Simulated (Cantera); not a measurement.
Input: 1 mol Fe2O3, 0.013 mol HCl, 0.64 mol N2, at 0.100 bar.

Cantera equilibrium calculation (NASA polynomials, part measured and part estimated; ideal gas, pure solids and liquids). Candidate condensed phases: Fe, FeCl2, FeCl3, FeO, Fe(OH)2, Fe(OH)3, Fe2O3, Fe3O4, H2O, NH4Cl; 37 gas species. Kinetics and transport are ignored.

Q: At 1273 K, list the 4 most abundant gas species with their mole fractions, and the condensed phases.

A: N2 0.980, HCl 0.0165, H2O 0.00169, FeCl2 0.00143. Condensed: Fe2O3(s).
